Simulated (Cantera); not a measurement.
Thermodynamics of silicon nitride deposition, feed SiHCl₃ + N₂ + H₂

Feed: 1 mol SiHCl₃, 5.2 mol N₂, a varied amount of H₂, at 0.220 bar.

These are equilibrium values from Cantera (NASA tables, ideal gas, pure condensed phases), not measurements of a reactor. Candidate condensed phases: NH₄Cl, Si, Si₃N₄; 28 gas species. Mutual solubility and eutectic melting of coexisting phases are not modelled. The tables' values for SiCl₃ are old estimates. Equilibrium is a limit: real reactors are often held back by kinetics, nucleation or transport.

Stable condensed phases:

```
T in K \ n(H₂) in mol
         0.52 0.86  1.4  2.3  3.8  6.3   10   17
   1975     A    A    A    A    B    B    B    B
   1950     A    A    A    C    C    D    B    B
   1925     A    A    A    C    C    C    C    B
   1900     A    A    C    C    C    C    C    C
   1875     A    C    C    C    C    C    C    C
   1850     A    C    C    C    C    C    C    C
   1825     C    C    C    C    C    C    C    C
   1800     C    C    C    C    C    C    C    C
   1775     C    C    C    C    C    C    C    C
   1750     C    C    C    C    C    C    C    C
   1725     C    C    C    C    C    C    C    C
```

A: gas only; B: Si; C: Si₃N₄; D: Si + Si₃N₄.
